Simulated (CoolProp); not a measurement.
Values from CoolProp's reference Helmholtz-energy equation of state, Wagner 2002.

**Question.** For water, give the phase and the cp (kJ/(kg K)), cv (kJ/(kg K)), expansivity (1/kK), viscosity (µPa s) at 51.35 °C and 49 MPa; 246.55 °C and 49 MPa.

**Answer.** 
- 51.35 °C and 49 MPa: liquid; cp 4.08, cv 3.91, expansivity 0.462, viscosity 545
- 246.55 °C and 49 MPa: liquid; cp 4.46, cv 3.14, expansivity 1.40, viscosity 119

Viscosity comes from a separate model (Huber 2009).
